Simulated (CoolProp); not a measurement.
A single-stage vapour-compression cycle with n-butane: evaporating at 248.15 K (dew point), condensing at 287.15 K (bubble point), superheat 5 K, subcooling 8 K, compressor efficiency 0.8, no pressure losses. Each further row changes one setting.

The numbers come from the reference Helmholtz-energy equation of state, Bücker 2006 in CoolProp.

| case | cooling COP | pressure ratio | discharge temperature (K) | refrigerating effect (kJ/kg) | volumetric capacity (kJ/m³) |
|---|---|---|---|---|---|
| as stated | 4.68 | 4.74 | 301.9 | 344 | 347 |
| evaporating temperature 253.15 K | 5.57 | 3.77 | 300.0 | 351 | 439 |
| condensing temperature 282.15 K | 5.47 | 3.99 | 296.4 | 355 | 359 |
| subcooling 13 K | 4.84 | 4.74 | 301.9 | 355 | 359 |
| superheat 15 K | 4.69 | 4.74 | 312.2 | 359 | 348 |
| compressor efficiency 0.7 | 4.09 | 4.74 | 307.8 | 344 | 347 |
